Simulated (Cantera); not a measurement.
**Gas-phase reforming**

An isothermal, constant-pressure homogeneous reactor starts with 21.3 % CH4, 78.7 % CO2, at 1425 K and 100.0 Torr.

Detailed kinetics in Cantera: GRI-Mech 3.0 (53 species, 325 reactions).

```csv
t (s),x CH4,x CO2,x C2H4,x CH2,x O,x H
2.00e-5,0.213,0.787,<1e-12,<1e-12,<1e-12,7.88e-9
6.32e-5,0.213,0.787,1.11e-12,<1e-12,<1e-12,7.88e-9
0.000200,0.213,0.787,4.56e-11,<1e-12,<1e-12,7.89e-9
0.000632,0.213,0.787,1.59e-9,2.16e-12,<1e-12,7.92e-9
0.00200,0.213,0.787,4.96e-8,2.00e-11,<1e-12,8.23e-9
0.00632,0.213,0.787,1.25e-6,1.36e-10,<1e-12,1.03e-8
0.0200,0.213,0.787,1.65e-5,4.11e-10,<1e-12,1.65e-8
0.0632,0.212,0.787,0.000150,1.05e-9,<1e-12,4.01e-8
0.200,0.209,0.786,0.000985,2.02e-9,<1e-12,1.54e-7
0.632,0.198,0.777,0.00215,1.93e-9,<1e-12,4.88e-7
2.00,0.172,0.744,0.00155,1.69e-9,<1e-12,9.75e-7
6.32,0.118,0.644,0.000976,2.41e-9,<1e-12,1.32e-6
20.0,0.0426,0.479,0.000446,4.86e-9,1.31e-12,2.29e-6
63.2,0.0158,0.357,0.000280,2.57e-9,2.28e-12,4.73e-6
200,0.00863,0.278,0.000101,5.95e-10,4.10e-12,5.78e-6
```
x: mole fraction; the columns are a selection and need not sum to one.

Equilibrium at this temperature and pressure: CH4 1.43e-9, CO2 0.241, C2H4 <1e-12, CH2 <1e-12, O 8.26e-12, H 6.95e-6 (gas phase only).
